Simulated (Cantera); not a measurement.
Source: NASA polynomial tables (part measured, part estimated), evaluated in Cantera. Values are per mole of reaction as written; species without (g) are pure solids or liquids, kept so even where they would boil at 1 bar.

### Question
Between 300 and 2450 K, where is each reaction favourable under standard conditions?
- 2 Cl(g) + 2 OH(g) ⇌ O₂(g) + 2 HCl(g)
- Cl₂(g) + H₂O₂(g) ⇌ 2 O(g) + 2 HCl(g)
- H₂(g) + 2 O(g) ⇌ 2 OH(g)

### Answer
- 2 Cl(g) + 2 OH(g) ⇌ O₂(g) + 2 HCl(g): ΔG° is -470 kJ at 300 K and -180 kJ at 2450 K; it stays negative (K > 1). ΔH° is -521 kJ and ΔS° -139 J/K at 2450 K.
- Cl₂(g) + H₂O₂(g) ⇌ 2 O(g) + 2 HCl(g): ΔG° is 379 kJ at 300 K and -169 kJ at 2450 K; it changes sign between 300 and 2050 K. ΔH° is 461 kJ and ΔS° 257 J/K at 2450 K.
- H₂(g) + 2 O(g) ⇌ 2 OH(g): ΔG° is -394 kJ at 300 K and -176 kJ at 2450 K; it stays negative (K > 1). ΔH° is -439 kJ and ΔS° -107 J/K at 2450 K.
